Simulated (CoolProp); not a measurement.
Computed with CoolProp (reference Helmholtz-energy equation of state, Zhou 2012).

Problem. Give the vapour pressure (kPa), vapour viscosity (µPa s), liquid conductivity (mW/(m K)) of saturated o-xylene at 527.6 K.

Solution. 
| T (K) | p (kPa) | vapour viscosity (µPa s) | liquid conductivity (mW/(m K)) |
|---|---|---|---|
| 527.6 | 947 | 11.7 | 79.9 |

Viscosity comes from a separate model (Cao 2016). Thermal conductivity comes from a separate model (Mylona 2014).
